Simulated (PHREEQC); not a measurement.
Make-up at 15 °C: 0.29 mol Mn(NO3)2 per kg of water. Closed to the air; pH follows from the charge balance.

Computed with PHREEQC (ion-association model, phreeqc.dat).

Precipitation was switched off in this run.

What pH, activity of water, density does the model give?

pH 6.06; activity of water 0.986; density 1.038 g/cm³.

In which forms is N present?

NO3- 93 %, Mn(NO3)2 6.8 % of the N.

Caution: at this ionic strength the ion-association model is outside its range; a Pitzer model would be the better tool where its parameters exist. Complexes and solids missing from the database can't appear.
